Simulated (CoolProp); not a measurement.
Vapour-liquid equilibrium of R143a (1) + n-butane (2) at 288.4 K; x and y are mole fractions of (1).

Computed with CoolProp (multi-fluid Helmholtz-energy mixture model, Lemmon and Jacobsen 2000 and Bücker 2006; pair parameters Bell 2016).

**Question.** Give the bubble pressure and the first vapour's composition at x = 0.05, 0.75, 0.95. Is there an azeotrope?

**Answer.** x = 0.05: 308.0 kPa, y = 0.425; x = 0.75: 865.0 kPa, y = 0.875; x = 0.95: 951.3 kPa, y = 0.967. No azeotrope shows between x = 0.05 and 0.95.

The pair parameters rest on a limited set of measurements; away from them the model extrapolates. With so large a gap from Raoult's law the liquid may split in two, which this calculation doesn't test in full.
